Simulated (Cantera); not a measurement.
Mixture: CH4 : C2H6 : O2 : N2 = 1 : 0.3 : 1.79 : 6.75 (molar parts), equivalence ratio 1.7, at 20300 Torr, adiabatic and at constant pressure. Ignition delay is the time to a rise of 400 K.

Cantera simulation using GRI-Mech 3.0 (53 species, 325 reactions); the numbers are that mechanism's predictions, not measurements. The pressure lies above the range GRI-Mech 3.0 was tuned for (to about 10 atm).

**Question.** Predict: delay at 1175 K; delay at 1250 K; delay at 1325 K; delay at 1400 K; delay at 1475 K; delay at 1550 K; apparent activation energy between 1400 and 1550 K.

**Answer.** 
```
Property                                                 Value
--------------------------------------------------  ----------
delay at 1175 K                                       0.482 ms
delay at 1250 K                                       0.172 ms
delay at 1325 K                                        70.8 µs
delay at 1400 K                                        33.3 µs
delay at 1475 K                                        17.5 µs
delay at 1550 K                                        9.99 µs
apparent activation energy between 1400 and 1550 K  140 kJ/mol
```
